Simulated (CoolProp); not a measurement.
Vapour-liquid equilibrium of n-pentane (1) + toluene (2) at 486 kPa; x and y are mole fractions of (1).

Computed with CoolProp (multi-fluid Helmholtz-energy mixture model, Thol 2019 and Lemmon 2006; pair parameters Bell 2016).

| x | bubble temperature, mixture model (K) | bubble temperature, Raoult's law (K) | y, mixture model | y, Raoult's law |
|---|---|---|---|---|
| 0.05 | 439.0 | 440.3 | 0.218 | 0.219 |
| 0.2 | 414.4 | 418.0 | 0.591 | 0.598 |
| 0.35 | 398.7 | 402.0 | 0.759 | 0.778 |
| 0.5 | 387.8 | 390.0 | 0.851 | 0.876 |
| 0.65 | 379.5 | 380.6 | 0.909 | 0.933 |
| 0.8 | 372.6 | 372.9 | 0.953 | 0.970 |
| 0.95 | 366.5 | 366.4 | 0.989 | 0.994 |

The largest gap from Raoult's law is -3.6 K in bubble temperature, at x = 0.2. No azeotrope shows between x = 0.05 and 0.95.

The pair parameters rest on a limited set of measurements; away from them the model extrapolates.
